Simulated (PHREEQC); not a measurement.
3.2 g of hydrous ferric oxide (600 m²/g; 0.2 weak and 0.005 strong sites per Fe, Dzombak-Morel constants, diffuse double layer) in 1 kg of water with 0.01 mol/kgw of an inert sodium salt and 0.059 mmol/kgw ZnCl2 and 0.059 mmol/kgw CaCl2, at 25 °C; the pH is set by adding NaOH or the inert anion's acid. Oxygen alone is held at its pressure in air (log pO2 = -0.68). CO2 from the air is kept out. Nothing may precipitate in this run.

Computed with PHREEQC (ion-association model, wateq4f.dat).

Predict Zn sorbed (%), surface charge σ (C/m²), surface potential ψ (mV) at pH = 3, 4.5, 5, 7.


```tsv
pH	Zn sorbed (%)	surface charge σ (C/m²)	surface potential ψ (mV)
3	0.0	0.333	198
4.5	2.8	0.168	168
5	16.8	0.118	151
7	99.8	0.018	61
```

The oxide is taken as insoluble; below pH 4 it would dissolve.
